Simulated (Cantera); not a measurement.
A closed system holds: 1 mol CF4, 3.9 mol H2, held at 10.0 mbar.

Method: chemical equilibrium by Gibbs-energy minimisation in Cantera with the NASA 1993 tables (ideal gas, pure condensed phases). Candidate condensed phases: C, C6H6, C7H8, C8H18; 95 gas species. The numbers say what is thermodynamically allowed, not how fast it happens.

x: gas mole fraction; n: condensed amount in mol.

```csv
T (K),x HF,x H2,x H,x C2H2 (acetylene),x F,x C2H,x C3,n C(graphite)
1773,0.677,0.321,0.00161,4.49e-5,[?],1.76e-9,4.95e-12,0.999
1873,0.677,0.320,0.00365,9.97e-5,[?],1.34e-8,9.76e-11,0.999
1973,0.675,0.317,0.00759,0.000203,[?],8.30e-8,1.41e-9,0.998
2073,0.673,0.312,0.0147,0.000382,[?],4.28e-7,1.57e-8,0.995
2173,0.669,0.304,0.0266,0.000670,[?],1.88e-6,1.39e-7,0.992
2273,0.662,0.291,0.0453,0.00110,[?],7.20e-6,1.01e-6,0.987
2373,0.653,0.272,0.0729,0.00167,[?],2.42e-5,6.18e-6,0.979
2473,0.640,0.247,0.111,0.00238,[?],7.24e-5,3.25e-5,0.968
2573,0.622,0.214,0.159,0.00312,[?],0.000193,0.000150,0.953
```

### Question
Complete the blanks.

### Answer

- 1773, x F: 4.94e-7
- 1873, x F: 1.83e-6
- 1973, x F: 5.96e-6
- 2073, x F: 1.73e-5
- 2173, x F: 4.60e-5
- 2273, x F: 0.000113
- 2373, x F: 0.000258
- 2473, x F: 0.000559
- 2573, x F: 0.00116
